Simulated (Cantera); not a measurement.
A closed system holds: 1 mol SiC, 0.072 mol O2, a varied amount of N2, at 1502 °C and 2.80 bar.

Cantera equilibrium calculation (NASA polynomials, part measured and part estimated; ideal gas, pure solids and liquids). Candidate condensed phases: C, Si, SiC, SiO2, Si2N2O, Si3N4; 34 gas species. Mutual solubility and eutectic melting of coexisting phases are not modelled. Equilibrium is a limit: real reactors are often held back by kinetics, nucleation or transport.

Problem. At 34 mol N2, list the 3 most abundant gas species with their mole fractions, and the condensed phases.

Solution. N2 0.997, CO 0.00255, SiO 1.00e-5. Condensed: C(graphite) + Si2N2O(s) + Si3N4(s).
